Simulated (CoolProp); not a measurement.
Properties of o-xylene at several states (Tc = 357.1 °C, pc = 37.37 bar, ω = 0.312).

The numbers come from the reference Helmholtz-energy equation of state, Zhou 2012 in CoolProp.

```tsv
T (°C)	p (bar)	phase	Z	Joule-Thomson coefficient (K/MPa)	isothermal compressibility (1/MPa)	conductivity (mW/(m K))	fugacity coefficient
78.35	4.01	liquid	0.01754	-0.3911	0.001165	117	0.02980
145.45	33.9	liquid	0.1337	-0.2932	0.001901	102	0.03340
213.55	7.36	liquid	0.02770	-0.09976	0.004269	86.4	0.5713
195.95	1.72	gas	0.9491	23.42	6.143	29.0	0.9517
```

Thermal conductivity comes from a separate model (Mylona 2014).
